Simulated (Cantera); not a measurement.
A perfectly stirred reactor is fed with CH4 : N2 = 1 : 17 (molar parts), at 0.148 atm; it is held at 1525 K, and followed from long to short residence time.

Computed with Cantera and GRI-Mech 3.0 (53 species, 325 reactions). GRI-Mech 3.0 stops at C3 and has no aromatics, soot or wall deposition, so with more carbon than oxygen in the feed, carbon stays in small species such as C2H2 where larger ones or solid carbon would form.

### Question
What does this change do: temperature 1525 to 1100 K?

### Answer
```tsv
quantity	before	after
x(CH4) at τ = 15.0 s	0.0119	0.0556
x(CH2) at τ = 15.0 s	6.51e-9	<1e-12
x(C2H4) at τ = 15.0 s	8.29e-5	2.53e-8
x(HCN) at τ = 15.0 s	2.74e-7	<1e-12
x(H2) at τ = 15.0 s	0.0619	5.13e-7
x(CH4) at τ = 0.230 s	0.0469	0.0556
x(CH2) at τ = 0.230 s	2.40e-8	<1e-12
x(C2H4) at τ = 0.230 s	0.000819	7.81e-12
x(HCN) at τ = 0.230 s	3.98e-9	<1e-12
x(H2) at τ = 0.230 s	0.0113	7.22e-9
```

### Question
What does this change do: CH4 1 to 6.9 parts?

### Answer
```json
[
 {"quantity": "x(CH4) at τ = 15.0 s", "before": "0.0119", "after": "0.0506"},
 {"quantity": "x(CH2) at τ = 15.0 s", "before": "6.51e-9", "after": "6.04e-9"},
 {"quantity": "x(C2H4) at τ = 15.0 s", "before": "8.29e-5", "after": "0.000983"},
 {"quantity": "x(HCN) at τ = 15.0 s", "before": "2.74e-7", "after": "6.71e-8"},
 {"quantity": "x(H2) at τ = 15.0 s", "before": "0.0619", "after": "0.276"},
 {"quantity": "x(CH4) at τ = 0.230 s", "before": "0.0469", "after": "0.236"},
 {"quantity": "x(CH2) at τ = 0.230 s", "before": "2.40e-8", "after": "2.26e-8"},
 {"quantity": "x(C2H4) at τ = 0.230 s", "before": "0.000819", "after": "0.00309"},
 {"quantity": "x(HCN) at τ = 0.230 s", "before": "3.98e-9", "after": "1.11e-9"},
 {"quantity": "x(H2) at τ = 0.230 s", "before": "0.0113", "after": "0.0588"}
]
```
